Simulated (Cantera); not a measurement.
A closed system holds: 1 mol Si3N4, 0.99 mol C, 2.6 mol H2, held at 0.180 bar.

Method: chemical equilibrium by Gibbs-energy minimisation in Cantera with the NASA 1993 tables (ideal gas, pure condensed phases). Candidate condensed phases: C, C6H6, C7H8, C8H18, Si, SiC, Si3N4; 125 gas species. Ions and electrons are included (thermal ionisation). The tables' values for SiN are old estimates; treat these amounts as uncertain. Gases not in the tables: Si2H6 and higher silanes. Rates play no part.

x: gas mole fraction; nothing condenses.

```tsv
T (K)	x H	x Si	x N2	x H2	x C	x SiC2	x N	x Si2C	x CN	x HCN
3000	0.175	0.260	0.238	0.222	0.000110	0.0334	1.60e-5	0.0288	0.00146	0.0179
3500	?	0.275	?	?	?	?	?	?	?	?
4000	0.458	0.273	0.176	0.0148	0.0308	0.00744	0.00175	0.000158	0.0211	0.00327
4500	0.463	0.269	0.168	?	?	?	?	?	?	?
5000	0.458	0.262	0.156	0.000911	0.0764	2.04e-5	0.0309	5.20e-7	0.00931	5.78e-5
```

Task: Some entries are withheld; supply them.

Result: 
- 3500, x H: 0.379
- 3500, x N2: 0.198
- 3500, x H2: 0.0743
- 3500, x C: 0.00392
- 3500, x SiC2: 0.0295
- 3500, x N: 0.000232
- 3500, x Si2C: 0.00221
- 3500, x CN: 0.00948
- 3500, x HCN: 0.0120
- 4500, x H2: 0.00323
- 4500, x C: 0.0642
- 4500, x SiC2: 0.000445
- 4500, x N: 0.00868
- 4500, x Si2C: 8.37e-6
- 4500, x CN: 0.0169
- 4500, x HCN: 0.000446
